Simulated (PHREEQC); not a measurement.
A solution holds 0.017 mol/kgw HF, 0.007 mol/kgw NH4F and 3.5e-06 mol/kgw H4SiO4, at 65 °C. Closed to the air; pH follows from the charge balance.

Computed with PHREEQC (ion-association model, wateq4f.dat).

Each row changes one thing in this solution. No solid was allowed to form.

```
case                                              pH  ionic strength (mol/kgw)  HF (mol/kgw)  F- (mol/kgw)  HF2- (mol/kgw)  H2F2 (mol/kgw)  SI of Quartz (SiO2)
----------------------------------------------  ----  ------------------------  ------------  ------------  --------------  --------------  -------------------
as made                                         3.14                   0.00779        0.0154       0.00729        0.000495        0.000133                -5.28
diluted 100-fold with water                     3.97                  0.000179       6.11e-5      0.000179         4.80e-8         2.08e-9                -3.99
NH4F from 0.007 to 0.0105 mol/kgw               3.29                    0.0111        0.0154        0.0104        0.000705        0.000133                    ?
HF left out                                        ?                   0.00697             ?       0.00697         8.77e-7               ?                -1.99
HF from 0.017 to 0.085 mol/kgw                  2.50                    0.0105        0.0730       0.00795         0.00256         0.00297                -8.07
diluted 5-fold with water                       3.31                   0.00192       0.00285       0.00189         2.37e-5         4.52e-6                -2.75
NH4F replaced by (CH3)4NF at the same molality  3.14                   0.00779        0.0154       0.00729        0.000495        0.000133                -5.28
HF replaced by (NH4)2SiF6 at the same molality  3.78                    0.0571       0.00383       0.00914               ?         8.26e-6                +0.49
```

Q: Complete the blanks.

A: 
- NH4F from 0.007 to 0.0105 mol/kgw, SI of Quartz (SiO2): -5.60
- HF left out, pH: 5.86
- HF left out, HF (mol/kgw): 2.86e-5
- HF left out, H2F2 (mol/kgw): 4.55e-10
- HF replaced by (NH4)2SiF6 at the same molality, HF2- (mol/kgw): 0.000156

Some of these states are supersaturated (in Quartz (slow to form), Chalcedony (slow to form), for instance). At this temperature some constants are extrapolated from 25 °C, and those without enthalpy data are left unchanged. SiF6-2 is the database's only silicon fluoride.
